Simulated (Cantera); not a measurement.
## Ignition delay

Mixture: 6.55 % CH3OH, 24.0 % O2, 69.5 % N2, at 15000 Torr, adiabatic and at constant volume. Ignition delay is the time to a rise of 400 K.

Cantera simulation using GRI-Mech 3.0 (53 species, 325 reactions); the numbers are that mechanism's predictions, not measurements. GRI-Mech 3.0 was tuned for natural gas; its chemistry of methanol as a main component is partial and can be far from experiment. The pressure lies above the range GRI-Mech 3.0 was tuned for (to about 10 atm).

```csv
T0 (K),delay (ms)
1000,60.8
1075,11.1
1150,2.52
1225,0.685
1300,0.219
1375,0.0812
1450,0.0343
1525,0.0163
```

| Property | Result |
|---|---|
| apparent activation energy between 1375 and 1525 K | 190 kJ/mol |
